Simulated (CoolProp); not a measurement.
Vapour-liquid equilibrium of ethylene (1) + 1-butene (2) at 19.4 kPa; x and y are mole fractions of (1).

Values from CoolProp's multi-fluid Helmholtz-energy mixture model, Smukala 2000 and Lemmon 2005; pair parameters Bell 2016.

```json
[
 {"x": "0.05", "bubble temperature, mixture model (K)": "193.4", "bubble temperature, Raoult's law (K)": "194.2", "y, mixture model": "0.923", "y, Raoult's law": "0.918"},
 {"x": "0.2", "bubble temperature, mixture model (K)": "167.4", "bubble temperature, Raoult's law (K)": "168.5", "y, mixture model": "0.995", "y, Raoult's law": "0.994"},
 {"x": "0.35", "bubble temperature, mixture model (K)": "158.9", "bubble temperature, Raoult's law (K)": "159.8", "y, mixture model": "0.998", "y, Raoult's law": "0.998"},
 {"x": "0.5", "bubble temperature, mixture model (K)": "154.1", "bubble temperature, Raoult's law (K)": "154.7", "y, mixture model": "0.999", "y, Raoult's law": "0.999"},
 {"x": "0.65", "bubble temperature, mixture model (K)": "150.8", "bubble temperature, Raoult's law (K)": "151.1", "y, mixture model": "1.000", "y, Raoult's law": "1.000"},
 {"x": "0.8", "bubble temperature, mixture model (K)": "148.3", "bubble temperature, Raoult's law (K)": "148.5", "y, mixture model": "1.000", "y, Raoult's law": "1.000"},
 {"x": "0.95", "bubble temperature, mixture model (K)": "146.3", "bubble temperature, Raoult's law (K)": "146.3", "y, mixture model": "1.000", "y, Raoult's law": "1.000"}
]
```

The largest gap from Raoult's law is -1.1 K in bubble temperature, at x = 0.2. No azeotrope shows between x = 0.05 and 0.95.

The pair parameters rest on a limited set of measurements; away from them the model extrapolates.
